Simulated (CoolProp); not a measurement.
Vapour-liquid equilibrium of benzene (1) + n-octane (2) at 0.0555 MPa; x and y are mole fractions of (1).

Computed with CoolProp (multi-fluid Helmholtz-energy mixture model, Thol 2012 and Beckmüller 2019; pair parameters Bell 2016).

| x | bubble temperature (K) | y at the bubble point | dew temperature at overall composition x (K) | liquid density (mol/L) |
|---|---|---|---|---|
| 0.05 | 373.4 | 0.188 | 377.2 | 5.689 |
| 0.125 | 366.6 | 0.397 | 375.1 | 5.956 |
| 0.2 | … | 0.543 | 373.0 | 6.232 |
| 0.275 | 356.3 | 0.647 | 370.7 | 6.519 |
| 0.35 | 352.5 | 0.721 | … | 6.821 |
| 0.425 | 349.3 | 0.777 | 365.7 | 7.141 |
| 0.5 | 346.6 | 0.821 | 362.8 | 7.483 |
| 0.575 | 344.3 | 0.856 | … | 7.850 |
| 0.65 | 342.3 | 0.885 | 356.2 | 8.247 |
| 0.725 | 340.5 | 0.912 | 352.3 | 8.680 |
| 0.8 | 338.9 | 0.936 | 347.9 | 9.154 |
| 0.875 | 337.3 | 0.960 | 343.0 | 9.676 |
| 0.95 | 335.8 | 0.983 | 338.0 | 10.25 |

Problem. Complete the blanks.

Solution. 
- 0.2, bubble temperature (K): 361.0
- 0.35, dew temperature at overall composition x (K): 368.3
- 0.575, dew temperature at overall composition x (K): 359.7

No azeotrope shows between x = 0.05 and 0.95.

Pair parameters are fitted to limited data, so mixtures are less certain than the pure fluids.
